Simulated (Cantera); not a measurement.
Feed: 1 mol MgO, 0.057 mol HCl, equilibrated at 1175 K and 0.100 bar.

Cantera equilibrium calculation (NASA polynomials, part measured and part estimated; ideal gas, pure solids and liquids). Candidate condensed phases: H2O, Mg, MgCl2, MgO, Mg(OH)2; 22 gas species. Rates play no part.

Base state: HCl 0.969, H2O 0.0152, MgCl2 0.0152, Cl 4.97e-5, H2 4.37e-5, Cl2 1.88e-5 (mole fractions); condensed: MgO(s).

Problem. What changes in the equilibrium state with this change: temperature from 1175 K to 1450 K?

Solution. 
```json
[
 {"species": "HCl", "before": "0.969", "after": "0.889"},
 {"species": "MgCl2", "before": "0.0152", "after": "0.0550"},
 {"species": "H2O", "before": "0.0152", "after": "0.0550"},
 {"species": "Cl", "before": "4.97e-5", "after": "0.000944"},
 {"species": "H2", "before": "4.37e-5", "after": "0.000525"},
 {"species": "MgO(s), mol", "before": "0.999", "after": "0.997"}
]
```
